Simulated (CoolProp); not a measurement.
Values from CoolProp's reference Helmholtz-energy equation of state, Lemmon 2013.

Q: For propylene, give the phase and the cp (kJ/(kg K)), conductivity (mW/(m K)) at 136.25 °C and 0.133 bar.

A: 
- 136.25 °C and 0.133 bar: gas; cp 1.95, conductivity 30.0

Thermal conductivity comes from a separate model (Huber 2003), an estimate that may be off by 10 % or more.
